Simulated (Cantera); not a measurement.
Source: NASA polynomial tables (part measured, part estimated), evaluated in Cantera. Values are per mole of reaction as written; species without (g) are pure solids or liquids, kept so even where they would boil at 1 bar.

2 N2(g) + 4 PH3(g) = 4 NH3(g) + P4(g)

```
T (K)    ΔH° (kJ)   ΔS° (J/K)    ΔG° (kJ)     log10 K
-----  ----------  ----------  ----------  ----------
300        -146.5      -173.3       -94.6       16.46
398        -146.3      -172.5       -77.6       10.19
448        -146.2      -172.4       -69.0        8.04
498        -146.2      -172.4       -60.4        6.33
548        -146.3      -172.5       -51.7        4.93
598        -146.5      -172.8       -43.1        3.77
648        -146.7      -173.2       -34.5        2.78
698    (withheld)  (withheld)  (withheld)  (withheld)
748        -147.5      -174.3       -17.1        1.19
798        -148.1      -175.1        -8.4        0.55
848    (withheld)  (withheld)  (withheld)  (withheld)
```

Problem. Fill in the missing entries.

Solution. 
- 698, ΔH° (kJ): -147.1
- 698, ΔS° (J/K): -173.7
- 698, ΔG° (kJ): -25.8
- 698, log10 K: 1.93
- 848, ΔH° (kJ): -148.7
- 848, ΔS° (J/K): -175.8
- 848, ΔG° (kJ): 0.4
- 848, log10 K: -0.03
